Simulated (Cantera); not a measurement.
Input (Python, Cantera) and output of one run.

```python
import numpy as np
import cantera as ct

gas_names = [...]  # 110 gases of nasa_gas.yaml made of C, H, O
cond_names = """
    C(gr) C6H6(L) C7H8(L) C8H18(L),n-octa H2O(s) H2O(L)
""".split()


# ... load() reads the species with a 1 bar reference pressure and builds the phases ...
atoms = {
    'C2H5OH': {'C': 2, 'H': 6, 'O': 1},
    'H2O': {'H': 2, 'O': 1},
    'H2': {'H': 2},
}
top_T = {'C(gr)': 4500}  # K; cautious upper limits of use, not melting points


# ... equilibrate(T, P, feed) seeds the gas with the atoms and calls Mixture.equilibrate('TP', solver="vcs", rtol=1e-11, max_steps=5000) ...
results = []
feed = {'C2H5OH': 1, 'H2O': 0.049, 'H2': 11}  # mol
P = 590000  # Pa
for T in [1025, 1100, 1175, 1250, 1325, 1400, 1475, 1550, 1625, 1700, 1775, 1850]:
    mix = equilibrate(T, P, feed)
    results.append((T, P, feed, dict(zip(mix.species_names, mix.species_moles))))
    x = sorted(zip(gas.X, gas.species_names), reverse=True)
    print(f"T = {T:g} K  P = {P:g} Pa  gas = {mix.phase_moles(0):.4g} mol")
    print("   x: " + "  ".join(f"{s} {v:.3e}" for v, s in x if v > 1e-05))
    print("   condensed (mol): " + ("  ".join(f"{mix.phase(i).name} {mix.phase_moles(i):.4g}"
          for i in range(1, mix.n_phases) if mix.phase_moles(i) > 1e-12) or "none"))
```

Output:

```
T = 1025 K  P = 590000 Pa  gas = 12.67 mol
   x: H2 7.862e-01  CH4 1.331e-01  H2O 5.600e-02  CO 2.259e-02  CO2 2.087e-03
   condensed (mol): none
T = 1100 K  P = 590000 Pa  gas = 13.34 mol
   x: H2 8.215e-01  CH4 1.015e-01  CO 4.682e-02  H2O 2.859e-02  CO2 1.608e-03
   condensed (mol): none
T = 1175 K  P = 590000 Pa  gas = 13.83 mol
   x: H2 8.443e-01  CH4 8.041e-02  CO 6.358e-02  H2O 1.100e-02  CO2 6.471e-04
   condensed (mol): none
T = 1250 K  P = 590000 Pa  gas = 14.31 mol
   x: H2 8.770e-01  CO 6.755e-02  CH4 4.989e-02  H2O 5.264e-03  CO2 2.591e-04
   condensed (mol): C(gr) 0.316
T = 1325 K  P = 590000 Pa  gas = 14.59 mol
   x: H2 8.964e-01  CO 6.904e-02  CH4 3.183e-02  H2O 2.627e-03  CO2 1.086e-04
   condensed (mol): C(gr) 0.5261
T = 1400 K  P = 590000 Pa  gas = 14.77 mol
   x: H2 9.080e-01  CO 6.955e-02  CH4 2.101e-02  H2O 1.388e-03  CO2 4.897e-05  C2H4 1.021e-05
   condensed (mol): C(gr) 0.6615
T = 1475 K  P = 590000 Pa  gas = 14.87 mol
   x: H2 9.151e-01  CO 6.971e-02  CH4 1.436e-02  H2O 7.766e-04  CO2 2.382e-05  C2H4 1.210e-05
   condensed (mol): C(gr) 0.7487
T = 1550 K  P = 590000 Pa  gas = 14.94 mol
   x: H2 9.196e-01  CO 6.973e-02  CH4 1.014e-02  H2O 4.584e-04  C2H2,acetylene 1.475e-05  C2H4 1.405e-05  H 1.243e-05  CO2 1.243e-05
   condensed (mol): C(gr) 0.8056
T = 1625 K  P = 590000 Pa  gas = 14.98 mol
   x: H2 9.225e-01  CO 6.972e-02  CH4 7.384e-03  H2O 2.839e-04  C2H2,acetylene 3.281e-05  H 2.790e-05  C2H4 1.603e-05
   condensed (mol): C(gr) 0.8432
T = 1700 K  P = 590000 Pa  gas = 15.01 mol
   x: H2 9.245e-01  CO 6.968e-02  CH4 5.523e-03  H2O 1.834e-04  C2H2,acetylene 6.786e-05  H 5.833e-05  C2H4 1.804e-05
   condensed (mol): C(gr) 0.8682
T = 1775 K  P = 590000 Pa  gas = 15.03 mol
   x: H2 9.257e-01  CO 6.965e-02  CH4 4.233e-03  C2H2,acetylene 1.318e-04  H2O 1.230e-04  H 1.146e-04  C2H4 2.008e-05  CH3 1.062e-05
   condensed (mol): C(gr) 0.8845
T = 1850 K  P = 590000 Pa  gas = 15.05 mol
   x: H2 9.265e-01  CO 6.962e-02  CH4 3.315e-03  C2H2,acetylene 2.423e-04  H 2.135e-04  H2O 8.526e-05  C2H4 2.212e-05  CH3 1.539e-05
   condensed (mol): C(gr) 0.8942
```

These are equilibrium values from Cantera (NASA tables, ideal gas, pure condensed phases), not measurements of a reactor.
